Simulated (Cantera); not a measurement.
Feed: 1 mol Fe₂O₃, 0.98 mol C, a varied amount of H₂, at 2448 K and 1 atm.

Method: chemical equilibrium by Gibbs-energy minimisation in Cantera with the NASA 1993 tables (ideal gas, pure condensed phases). Candidate condensed phases: C, C₆H₆, C₇H₈, C₈H₁₈, Fe, Fe(CO)₅, FeO, Fe(OH)₂, Fe(OH)₃, Fe₂O₃, Fe₃O₄, H₂O; 114 gas species. Each liquid is taken as pure. Mutual solubility and eutectic melting of coexisting phases are not modelled. The tables' stoichiometric FeO is somewhat more stable than real wüstite, so its field is too wide. FeO: taken at fixed stoichiometry. Equilibrium is a limit: real reactors are often held back by kinetics, nucleation or transport.

### Question
Which condensed phases are stable at each of these points (n(H₂) (mol)): 2.4, 3.3, 4.5, 6.1, 8.3, 11, 15?

### Answer
```
n(H₂) (mol)  condensed phases  Fe condensed (%)
-----------  ----------------  ----------------
2.4            Fe(l) + FeO(l)              96.2
3.3            Fe(l) + FeO(l)              95.2
4.5            Fe(l) + FeO(l)              93.8
6.1                     Fe(l)              92.1
8.3                     Fe(l)              89.8
11                      Fe(l)              86.9
15                      Fe(l)              82.7
```

From 2.4 mol H₂ to 4.5 mol H₂ the condensed part is Fe(l) + FeO(l). From 6.1 mol H₂ to 15 mol H₂ the condensed part is Fe(l).
